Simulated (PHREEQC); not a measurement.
Nickel, zinc or cadmium bath (model solution)

A solution holds 0.027 mol Ni(NO3)2 and 5.1e-05 mol NaCl per kg of water, at 20 °C. Closed to the air; pH follows from the charge balance.

Equilibrium calculation in PHREEQC: ion-association model, wateq4f.dat.

The pH is 5.98 and the ionic strength comes out as 0.0810 mol/kgw.

| species | molality | activity | log γ |
|---|---|---|---|
| NO3- | 0.0540 | 0.0417 | -0.112 |
| Ni+2 | 0.0270 | 0.0108 | -0.399 |
| Na+ | 5.10e-5 | 4.06e-5 | -0.099 |
| Cl- | 4.97e-5 | 3.88e-5 | -0.107 |
| NiCl+ | 1.32e-6 | 1.05e-6 | -0.100 |
| H+ | 1.26e-6 | 1.05e-6 | -0.078 |
| NiOH+ | 1.25e-6 | 9.90e-7 | -0.100 |
| OH- | 8.30e-9 | 6.46e-9 | -0.109 |

Precipitation was switched off in this run.
